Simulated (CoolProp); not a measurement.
A simple Rankine cycle with 1,2-dichloroethane: condensing at 316.15 K, boiler at 1.38 MPa, turbine inlet 472.3 K, turbine efficiency 0.65, pump efficiency 0.7, no recuperator. Each further row changes one setting.

The numbers come from the reference Helmholtz-energy equation of state, Thol 2015 in CoolProp.

```tsv
case	thermal efficiency (%)	net work (kJ/kg)	heat in (kJ/kg)	turbine exit temperature (K)	volume ratio over the turbine
as stated	16.9	(withheld)	464	361.7	55.4
turbine inlet 492.3 K	17.2	(withheld)	487	(withheld)	54.2
condensing temperature 308.15 K	17.8	(withheld)	(withheld)	355.0	76.8
boiler pressure 0.966 MPa	16.0	75.6	473	375.4	(withheld)
turbine efficiency 0.55	14.3	(withheld)	464	375.5	57.6
```

Problem. Some entries are withheld; supply them.

Solution. 
- as stated, net work (kJ/kg): 78.5
- turbine inlet 492.3 K, net work (kJ/kg): 83.6
- turbine inlet 492.3 K, turbine exit temperature (K): 382.0
- condensing temperature 308.15 K, net work (kJ/kg): 84.2
- condensing temperature 308.15 K, heat in (kJ/kg): 474
- boiler pressure 0.966 MPa, volume ratio over the turbine: 37.2
- turbine efficiency 0.55, net work (kJ/kg): 66.2
